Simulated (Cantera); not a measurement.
Thermodynamics of aluminium and copper etching, feed Al + Br₂

Input: 1 mol Al, 0.55 mol Br₂, at 133 Pa.

These are equilibrium values from Cantera (NASA tables, ideal gas, pure condensed phases), not measurements of a reactor. Candidate condensed phases: Al, AlBr₃, Br₂; 7 gas species. Kinetics and transport are ignored.

```json
[
 {"T (K)": "773", "x AlBr₃": "0.997", "x AlBr": "0.000829", "x Al₂Br₆": "0.00228", "x Br": "5.27e-12", "x Al": "<1e-12", "n Al(s)": "0.633", "n Al(l)": "0"},
 {"T (K)": "848", "x AlBr₃": "0.993", "x AlBr": "0.00639", "x Al₂Br₆": "0.000515", "x Br": "1.65e-10", "x Al": "3.77e-11", "n Al(s)": "0.632", "n Al(l)": "0"},
 {"T (K)": "923", "x AlBr₃": "0.965", "x AlBr": "0.0347", "x Al₂Br₆": "0.000143", "x Br": "2.94e-9", "x Al": "1.60e-9", "n Al(s)": "0.625", "n Al(l)": "0"},
 {"T (K)": "998", "x AlBr₃": "0.867", "x AlBr": "0.133", "x Al₂Br₆": "4.11e-5", "x Br": "3.42e-8", "x Al": "3.52e-8", "n Al(s)": "0", "n Al(l)": "0.598"},
 {"T (K)": "1073", "x AlBr₃": "0.617", "x AlBr": "0.383", "x Al₂Br₆": "8.68e-6", "x Br": "2.62e-7", "x Al": "4.92e-7", "n Al(s)": "0", "n Al(l)": "0.508"},
 {"T (K)": "1148", "x AlBr₃": "0.236", "x AlBr": "0.764", "x Al₂Br₆": "5.99e-7", "x Br": "1.23e-6", "x Al": "4.84e-6", "n Al(s)": "0", "n Al(l)": "0.253"},
 {"T (K)": "1223", "x AlBr₃": "0.0500", "x AlBr": "0.950", "x Al₂Br₆": "1.40e-8", "x Br": "4.09e-6", "x Al": "2.88e-5", "n Al(s)": "0", "n Al(l)": "0"},
 {"T (K)": "1298", "x AlBr₃": "0.0500", "x AlBr": "0.950", "x Al₂Br₆": "7.92e-9", "x Br": "2.58e-5", "x Al": "5.25e-5", "n Al(s)": "0", "n Al(l)": "0"},
 {"T (K)": "1373", "x AlBr₃": "0.0500", "x AlBr": "0.950", "x Al₂Br₆": "4.80e-9", "x Br": "0.000133", "x Al": "8.99e-5", "n Al(s)": "0", "n Al(l)": "0"},
 {"T (K)": "1448", "x AlBr₃": "0.0498", "x AlBr": "0.950", "x Al₂Br₆": "3.05e-9", "x Br": "0.000579", "x Al": "0.000146", "n Al(s)": "0", "n Al(l)": "0"},
 {"T (K)": "1523", "x AlBr₃": "0.0489", "x AlBr": "0.949", "x Al₂Br₆": "1.99e-9", "x Br": "0.00216", "x Al": "0.000228", "n Al(s)": "0", "n Al(l)": "0"}
]
```
x: gas mole fraction; n: condensed amount in mol.

From 773 K to 923 K the condensed part is Al(s). From 998 K to 1148 K the condensed part is Al(l). From 1223 K to 1523 K nothing is condensed. The main Al-bearing gas is AlBr₃ at 773 K and AlBr at 1523 K.
